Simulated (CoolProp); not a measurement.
Properties of n-octane at several states (Tc = 295.6 °C, pc = 24.84 bar, ω = 0.398).

Model: reference Helmholtz-energy equation of state, Beckmüller 2019, in CoolProp.

```
T (°C)  p (bar)   phase          Z  speed of sound (m/s)  Joule-Thomson coefficient (K/MPa)  isothermal compressibility (1/MPa)  expansivity (1/kK)
------  -------  ------  ---------  --------------------  ---------------------------------  ----------------------------------  ------------------
-33.95     65.7  liquid     0.5036                  1460                            -0.4954                           0.0007885               1.019
54.05     0.128  liquid  0.0007967                  1052                            -0.3772                            0.001656               1.238
7.85      0.106  liquid  0.0007276                  1244                            -0.4434                            0.001136               1.122
255.85    0.687     gas     0.9869                 196.6                              9.976                               14.75               1.980
```
